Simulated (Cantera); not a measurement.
Adiabatic ignition

An adiabatic, constant-volume homogeneous reactor starts with CH4 : H2 : O2 : N2 : C2H6 = 1 : 0.12 : 3.75 : 14.1 : 0.2 (molar parts), equivalence ratio 0.74, at 1675 K and 750 Torr.

Model: GRI-Mech 3.0 (53 species, 325 reactions), integrated in Cantera.

```json
[
 {"t (s)": "2.00e-6", "T (K)": "1673", "P (bar)": "0.999", "x CH4": "0.0522", "x H2": "0.00626", "x O2": "0.196", "x H2O": "6.58e-6", "x CH2": "6.58e-9", "x NO": "<1e-12"},
 {"t (s)": "4.51e-6", "T (K)": "1671", "P (bar)": "0.998", "x CH4": "0.0521", "x H2": "0.00628", "x O2": "0.195", "x H2O": "5.41e-5", "x CH2": "4.82e-8", "x NO": "1.02e-12"},
 {"t (s)": "1.02e-5", "T (K)": "1668", "P (bar)": "0.997", "x CH4": "0.0517", "x H2": "0.00650", "x O2": "0.195", "x H2O": "0.000501", "x CH2": "4.04e-7", "x NO": "1.35e-11"},
 {"t (s)": "2.30e-5", "T (K)": "1688", "P (bar)": "1.01", "x CH4": "0.0474", "x H2": "0.00906", "x O2": "0.190", "x H2O": "0.00544", "x CH2": "3.64e-6", "x NO": "6.01e-10"},
 {"t (s)": "5.18e-5", "T (K)": "2579", "P (bar)": "1.63", "x CH4": "<1e-12", "x H2": "0.0141", "x O2": "0.0606", "x H2O": "0.0978", "x CH2": "<1e-12", "x NO": "9.48e-5"},
 {"t (s)": "0.000117", "T (K)": "2828", "P (bar)": "1.76", "x CH4": "<1e-12", "x H2": "0.0105", "x O2": "0.0570", "x H2O": "0.108", "x CH2": "<1e-12", "x NO": "0.00144"},
 {"t (s)": "0.000264", "T (K)": "2863", "P (bar)": "1.78", "x CH4": "<1e-12", "x H2": "0.00984", "x O2": "0.0550", "x H2O": "0.110", "x CH2": "<1e-12", "x NO": "0.00514"},
 {"t (s)": "0.000595", "T (K)": "2856", "P (bar)": "1.77", "x CH4": "<1e-12", "x H2": "0.00985", "x O2": "0.0525", "x H2O": "0.111", "x CH2": "<1e-12", "x NO": "0.0111"},
 {"t (s)": "0.00134", "T (K)": "2850", "P (bar)": "1.77", "x CH4": "<1e-12", "x H2": "0.00987", "x O2": "0.0502", "x H2O": "0.111", "x CH2": "<1e-12", "x NO": "0.0165"},
 {"t (s)": "0.00303", "T (K)": "2848", "P (bar)": "1.77", "x CH4": "<1e-12", "x H2": "0.00988", "x O2": "0.0495", "x H2O": "0.111", "x CH2": "<1e-12", "x NO": "0.0180"},
 {"t (s)": "0.00684", "T (K)": "2848", "P (bar)": "1.77", "x CH4": "<1e-12", "x H2": "0.00988", "x O2": "0.0495", "x H2O": "0.111", "x CH2": "<1e-12", "x NO": "0.0180"},
 {"t (s)": "0.0154", "T (K)": "2848", "P (bar)": "1.77", "x CH4": "<1e-12", "x H2": "0.00988", "x O2": "0.0495", "x H2O": "0.111", "x CH2": "<1e-12", "x NO": "0.0180"},
 {"t (s)": "0.0348", "T (K)": "2848", "P (bar)": "1.77", "x CH4": "<1e-12", "x H2": "0.00988", "x O2": "0.0495", "x H2O": "0.111", "x CH2": "<1e-12", "x NO": "0.0180"},
 {"t (s)": "0.0786", "T (K)": "2848", "P (bar)": "1.77", "x CH4": "<1e-12", "x H2": "0.00988", "x O2": "0.0495", "x H2O": "0.111", "x CH2": "<1e-12", "x NO": "0.0180"},
 {"t (s)": "0.177", "T (K)": "2848", "P (bar)": "1.77", "x CH4": "<1e-12", "x H2": "0.00988", "x O2": "0.0495", "x H2O": "0.111", "x CH2": "<1e-12", "x NO": "0.0180"},
 {"t (s)": "0.400", "T (K)": "2848", "P (bar)": "1.77", "x CH4": "<1e-12", "x H2": "0.00988", "x O2": "0.0495", "x H2O": "0.111", "x CH2": "<1e-12", "x NO": "0.0180"}
]
```
x: mole fraction; the columns are a selection and need not sum to one.

- time of steepest temperature rise: 42.9 µs
- temperature at 0.400 s: 2848 K
- equilibrium temperature: 2848 K
- x(CH4) at 0.400 s: <1e-12 (gas-phase equilibrium <1e-12)
- x(H2) at 0.400 s: 0.00988 (gas-phase equilibrium 0.00988)
- x(O2) at 0.400 s: 0.0495 (gas-phase equilibrium 0.0495)
